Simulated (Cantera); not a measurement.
# Transport properties of process gases

Gas mixture: O2 = 0.075 (molar parts), at 0.000300 bar, frozen composition.

Cantera's kinetic-theory transport with the Lennard-Jones parameters of GRI-Mech 3.0, ideal gas; thermal conductivity in the mixture-averaged form.

```csv
T (K),ρ (kg/m³),cp (J/kg/K),μ (µPa s),λ (mW/m/K),Pr,D (cm²/s) H2,D (cm²/s) CH3,D (cm²/s) CH4
400,0.000289,941.4,25.6,33.9,0.713,4450,1280,1270
500,0.000231,971.4,30.0,41.1,0.709,6470,1890,1880
600,0.000192,1003,34.1,48.2,0.709,8780,2580,2570
700,0.000165,1031,37.8,55.0,0.709,11400,3350,3340
800,0.000144,1055,41.4,61.4,0.710,14200,4200,4180
900,0.000128,1074,44.7,67.6,0.710,17200,5130,5100
1000,0.000115,1090,47.9,73.6,0.710,20500,6120,6090
```
D: mixture-averaged diffusion coefficient of that species in the mixture.
